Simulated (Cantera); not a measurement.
Charge: 1 mol Si, 1.9 mol Cl2, 2.8 mol H2, equilibrated at 623 K and 1.70 bar.

Equilibrium computed with Cantera from the NASA thermochemical tables; the gas is ideal and each condensed phase is pure. Candidate condensed phases: Si; 19 gas species. Kinetics and transport are ignored.

Base state: H2 0.730, SiCl4 0.217, SiHCl3 0.0528, SiH2Cl2 0.000692, HCl 0.000139 (mole fractions); condensed: gas only.

What changes in the equilibrium state with this change: temperature from 623 K to 1123.15 K?


```json
[
 {"species": "H2", "before": "0.730", "after": "0.699"},
 {"species": "SiCl4", "before": "0.217", "after": "0.189"},
 {"species": "SiHCl3", "before": "0.0528", "after": "0.0713"},
 {"species": "HCl", "before": "0.000139", "after": "0.0317"},
 {"species": "SiCl2", "before": "<1e-9", "after": "0.00142"},
 {"species": "SiCl3", "before": "3.33e-7", "after": "0.00465"}
]
```
The tables' values for SiCl3 are old estimates; treat these amounts as uncertain.
